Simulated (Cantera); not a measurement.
An isothermal, constant-pressure homogeneous reactor starts with C₂H₆ : H₂ = 1 : 2.1 (molar parts), at 1223 K and 0.340 bar. Integrator tolerance rtol = 1e-08.

Computed with Cantera and GRI-Mech 3.0 (53 species, 325 reactions). GRI-Mech 3.0 stops at C3 and has no aromatics, soot or wall deposition, so with more carbon than oxygen in the feed, carbon stays in small species such as C2H2 where larger ones or solid carbon would form.

Task: What does this change do: H2 2.1 to 0.22 parts?

Result: 
| quantity | before | after |
|---|---|---|
| x(C₂H₆) at 200 s | 0.000686 (gas-phase equilibrium 0.000492) | 0.00114 (gas-phase equilibrium 0.000958) |
| x(H₂) at 200 s | 0.479 (gas-phase equilibrium 0.450) | 0.267 (gas-phase equilibrium 0.243) |
| x(CH₂) at 200 s | 4.36e-12 (gas-phase equilibrium 3.03e-12) | 7.14e-12 (gas-phase equilibrium 5.77e-12) |
| x(C₂H₂) at 200 s | 0.0272 (gas-phase equilibrium 0.0215) | 0.144 (gas-phase equilibrium 0.144) |
| x(CH₃) at 200 s | 8.51e-6 (gas-phase equilibrium 7.43e-6) | 1.12e-5 (gas-phase equilibrium 1.04e-5) |
| x(H) at 200 s | 4.65e-7 (gas-phase equilibrium 3.48e-7) | 3.24e-7 (gas-phase equilibrium 2.56e-7) |
| x(C₂H) at 200 s | 5.98e-12 (gas-phase equilibrium 3.76e-12) | 3.95e-11 (gas-phase equilibrium 3.44e-11) |

Task: What does this change do: C2H6 1 to 2 parts?

Result: 
| quantity | before | after |
|---|---|---|
| x(C₂H₆) at 200 s | 0.000686 (gas-phase equilibrium 0.000492) | 0.000990 (gas-phase equilibrium 0.000789) |
| x(H₂) at 200 s | 0.479 (gas-phase equilibrium 0.450) | 0.363 (gas-phase equilibrium 0.332) |
| x(CH₂) at 200 s | 4.36e-12 (gas-phase equilibrium 3.03e-12) | 5.87e-12 (gas-phase equilibrium 4.47e-12) |
| x(C₂H₂) at 200 s | 0.0272 (gas-phase equilibrium 0.0215) | 0.0675 (gas-phase equilibrium 0.0634) |
| x(CH₃) at 200 s | 8.51e-6 (gas-phase equilibrium 7.43e-6) | 1.03e-5 (gas-phase equilibrium 9.41e-6) |
| x(H) at 200 s | 4.65e-7 (gas-phase equilibrium 3.48e-7) | 3.92e-7 (gas-phase equilibrium 2.99e-7) |
| x(C₂H) at 200 s | 5.98e-12 (gas-phase equilibrium 3.76e-12) | 1.65e-11 (gas-phase equilibrium 1.30e-11) |
